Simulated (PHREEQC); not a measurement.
# Buffer with buffer (model solution)

Solution A (0.16 mol HF and 0.022 mol K2HPO4 per kg of water) is mixed with solution B (13 mmol/kgw H3PO4 and 15 mmol/kgw KOH) at 25 °C; shares are by mass of water, 1 kg in all. Oxygen is held at 0.21 atm. CO2 from the air is kept out. Precipitation was switched off in this run.

The numbers come from PHREEQC with the ion-association model, wateq4f.dat.

Problem. Predict pH, HF (mol/kgw), H3PO4 (mol/kgw) at share of solution B = 0.2, 0.35, 1.

Solution. 
| share of solution B | pH | HF (mol/kgw) | H3PO4 (mol/kgw) |
|---|---|---|---|
| 0.2 | 2.56 | 0.0702 | 0.00511 |
| 0.35 | 2.59 | 0.0590 | 0.00457 |
| 1 | 6.29 | 0 | 7.23e-7 |

wateq4f.dat counts part of the HF as a dimer, H2F2, which phreeqc.dat doesn't know; its constant is uncertain. H3PO4, which wateq4f.dat lacks, is added to it with the constant of phreeqc.dat.
